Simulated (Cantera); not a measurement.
A perfectly stirred reactor is fed with CH4 : H2O : H2 = 1 : 0.98 : 0.87 (molar parts), at 13300 Pa; it is held at 1525 K, and followed from long to short residence time.

Model: GRI-Mech 3.0 (53 species, 325 reactions), integrated in Cantera.

### Question
What does this change do: pressure from 13300 Pa to 30000 Pa?

### Answer
```csv
quantity,before,after
x(CH4) at τ = 0.820 s,0.218,0.191
x(H2O) at τ = 0.820 s,0.307,0.297
x(H2) at τ = 0.820 s,0.424,0.450
x(OH) at τ = 0.820 s,5.79e-7,4.13e-7
x(CH2CO) at τ = 0.820 s,1.44e-5,1.48e-5
x(CH4) at τ = 41.0 ms,0.338,0.331
x(H2O) at τ = 41.0 ms,0.341,0.339
x(H2) at τ = 41.0 ms,0.316,0.322
x(OH) at τ = 41.0 ms,5.92e-7,4.43e-7
x(CH2CO) at τ = 41.0 ms,9.85e-7,1.70e-6
```

### Question
What does this change do: temperature 1525 to 1725 K?

### Answer
| quantity | before | after |
|---|---|---|
| x(CH4) at τ = 0.820 s | 0.218 | 0.0398 |
| x(H2O) at τ = 0.820 s | 0.307 | 0.181 |
| x(H2) at τ = 0.820 s | 0.424 | 0.640 |
| x(OH) at τ = 0.820 s | 5.79e-7 | 5.78e-6 |
| x(CH2CO) at τ = 0.820 s | 1.44e-5 | 2.76e-5 |
| x(CH4) at τ = 41.0 ms | 0.338 | 0.152 |
| x(H2O) at τ = 41.0 ms | 0.341 | 0.287 |
| x(H2) at τ = 41.0 ms | 0.316 | 0.484 |
| x(OH) at τ = 41.0 ms | 5.92e-7 | 8.09e-6 |
| x(CH2CO) at τ = 41.0 ms | 9.85e-7 | 4.16e-5 |
